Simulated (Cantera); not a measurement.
Input: 1 mol Pb, 0.58 mol O₂, 4 mol H₂, held at 1100 K and 75.0 Torr.

These are equilibrium values from Cantera (NASA tables, ideal gas, pure condensed phases), not measurements of a reactor. Candidate condensed phases: H₂O, Pb, PbO, PbO₂, Pb₃O₄; 12 gas species. The numbers say what is thermodynamically allowed, not how fast it happens.

Base state: H₂ 0.709, H₂O 0.290, Pb 0.00121 (mole fractions); condensed: Pb(l).

**Question.** What changes in the equilibrium state with this change: Pb replaced by PbO?

**Answer.** 
| species | before | after |
|---|---|---|
| H₂O | 0.290 | 0.539 |
| H₂ | 0.709 | 0.459 |
| Pb | 0.00121 | 0.00121 |
| Pb(l), mol | 0.995 | 0.995 |

**Question.** What changes in the equilibrium state with this change: temperature from 1100 K to 1475 K?

**Answer.** 
```json
[
 {"species": "H₂", "before": "0.709", "after": "0.574"},
 {"species": "H₂O", "before": "0.290", "after": "0.234"},
 {"species": "Pb", "before": "0.00121", "after": "0.192"},
 {"species": "PbO", "before": "5.22e-9", "after": "2.54e-5"},
 {"species": "Pb₂", "before": "1.48e-8", "after": "6.85e-5"},
 {"species": "H", "before": "6.88e-8", "after": "3.11e-5"},
 {"species": "Pb(l), mol", "before": "0.995", "after": "0.0479"}
]
```

**Question.** What changes in the equilibrium state with this change: O₂ from 0.58 to 0.083 mol?

**Answer.** 
| species | before | after |
|---|---|---|
| H₂ | 0.709 | 0.957 |
| H₂O | 0.290 | 0.0414 |
| Pb | 0.00121 | 0.00121 |
| Pb(l), mol | 0.995 | 0.995 |
